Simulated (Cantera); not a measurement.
Input (Python, Cantera):

```python
import numpy as np
import cantera as ct

gas = ct.Solution("gri30.yaml")
gas.TPX = 1273, 2666, {'N2O': 1, 'H2O': 0.006}
inlet = ct.Reservoir(gas, clone=True)

reactor = ct.IdealGasConstPressureReactor(gas, energy="off", clone=False)
exhaust = ct.Reservoir(gas, clone=True)
tau = [0.76, 0.39, 0.2, 0.1, 0.052, 0.027, 0.014, 0.007][0]
for a, b in ((inlet, reactor), (reactor, exhaust)):
    ct.MassFlowController(a, b, mdot=lambda t: reactor.mass / tau)
net = ct.ReactorNet([reactor])
show = ['N2O', 'H2O', 'HO2', 'H2', 'NO2', 'H2O2']

rows = []
print(f"{'tau/s':>10s}{'T/K':>9s}" + "".join(f"{s:>11s}" for s in show))
for tau in [0.76, 0.39, 0.2, 0.1, 0.052, 0.027, 0.014, 0.007]:
    net.initial_time = 0.0
    net.advance(30 * tau)
    before = gas.X
    net.advance(40 * tau)
    drift = np.max(np.abs(gas.X - before) / (gas.X + 1e-9))
    rows.append([gas.T, *gas[show].X, drift])
    print(f"{tau:10.3e}{gas.T:9.1f}" + "".join(f"{x:11.3e}" for x in gas[show].X))
```

Output:

```
     tau/s      T/K        N2O        H2O        HO2         H2        NO2       H2O2
 7.600e-01   1273.0  9.280e-01  5.825e-03  6.781e-07  1.828e-08  2.343e-04  1.306e-09
 3.900e-01   1273.0  9.590e-01  5.887e-03  1.062e-06  1.955e-08  1.762e-04  2.760e-09
 2.000e-01   1273.0  9.757e-01  5.921e-03  1.538e-06  2.016e-08  1.119e-04  5.451e-09
 1.000e-01   1273.0  9.848e-01  5.940e-03  2.065e-06  1.855e-08  5.678e-05  9.584e-09
 5.200e-02   1273.0  9.892e-01  5.950e-03  2.449e-06  1.450e-08  2.398e-05  1.329e-08
 2.700e-02   1273.0  9.915e-01  5.956e-03  2.460e-06  9.324e-09  7.751e-06  1.314e-08
 1.400e-02   1273.0  9.927e-01  5.959e-03  1.890e-06  4.786e-09  1.771e-06  7.455e-09
 7.000e-03   1273.0  9.934e-01  5.961e-03  9.977e-07  1.774e-09  2.450e-07  1.952e-09
```

Detailed kinetics in Cantera: GRI-Mech 3.0 (53 species, 325 reactions). GRI-Mech 3.0 was tuned for natural gas; its chemistry of N2O as a main component is partial and can be far from experiment. Radical loss at walls, strong at low pressure, is not modelled. The mechanism lacks the step 2 NO + O2 → 2 NO2, which can matter for NO2 below about 1400 K. The temperature is held fixed by assumption; the heat of reaction is taken as removed at once.
